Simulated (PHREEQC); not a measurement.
A solution holds 0.087 mol HF, 3.9e-05 mol NaF and 0.0031 mol HCl per kg of water, at 17 °C. Closed to the air; pH follows from the charge balance.

Equilibrium calculation in PHREEQC: ion-association model, phreeqc.dat.

```yaml
pH: 1.99
ionic_strength: 0.0113 mol/kgw
total_alkalinity: -90.1 meq/kg
```

```
species  molality  activity   log γ
-------  --------  --------  ------
HF         0.0770    0.0772   0.001
H+         0.0113    0.0103  -0.041
F-        0.00645   0.00578  -0.048
Cl-       0.00310   0.00278  -0.047
HF2-      0.00178   0.00160  -0.047
Na+       3.89e-5   3.50e-5  -0.046
NaF       1.16e-7   1.16e-7   0.001
```

Precipitation was switched off in this run.
